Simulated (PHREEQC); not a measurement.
# Buffer

Consider water at 20 °C with 0.0017 mol/kgw KH2PO4 and 0.00032 mol/kgw Na2HPO4. Closed to the air; pH follows from the charge balance.

Equilibrium calculation in PHREEQC: ion-association model, wateq4f.dat.

No solid was allowed to form.

Problem. Estimate the pH, ionic strength.

Solution. pH 6.42; ionic strength 0.00266 mol/kgw.

Problem. In which forms is P present?

Solution. H2PO4- 84 %, HPO4-2 16 % of the P.

Species that the database lacks are ignored. H3PO4, which wateq4f.dat lacks, is added to it with the constant of phreeqc.dat.
